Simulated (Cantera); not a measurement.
Charge: 1 mol SiCl₄, 3.9 mol N₂, at 702 °C and 18.0 Torr.

Method: chemical equilibrium by Gibbs-energy minimisation in Cantera with the NASA 1993 tables (ideal gas, pure condensed phases). Candidate condensed phases: Si, Si₃N₄; 13 gas species. Equilibrium is a limit: real reactors are often held back by kinetics, nucleation or transport.

Task: What is the equilibrium state?

Result: 
| Property | Value |
|---|---|
| x(N₂) | 0.796 |
| x(SiCl₄) | 0.204 |
| gas amount | 4.900 mol |
| log10 activity of Si(s) (absent) | -14.05 |
